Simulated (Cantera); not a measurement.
Input: 1 mol SO2, 0.22 mol H2, at 1123.15 K.

Method: chemical equilibrium by Gibbs-energy minimisation in Cantera with the NASA 1993 tables (ideal gas, pure condensed phases). Candidate condensed phases: H2O, H2SO4, S; 19 gas species. The ideal-gas law is rough above about 30 bar. Gases not in the tables: S3 to S7. Kinetics and transport are ignored.

x: gas mole fraction; nothing condenses.

```
P (Pa)    x SO2  x H2O    x S2     x H2S     x S2O
--------  -----  -----  ------  --------  --------
10        0.765  0.181  0.0442  0.000603  0.000467
200       0.765  0.184  0.0445       ___       ___
3900      0.765  0.185  0.0432   0.00269   0.00204
77000     0.766  0.183  0.0401   0.00531   0.00407
1500000   0.768  0.180     ___       ___       ___
30000000  0.771  0.174  0.0255    0.0159    0.0129
```

Question: Complete the blanks.

Answer: 
- 1500000, x S2: 0.0343
- 1500000, x H2S: 0.00972
- 1500000, x S2O: 0.00762
- 200, x H2S: 0.00130
- 200, x S2O: 0.000992
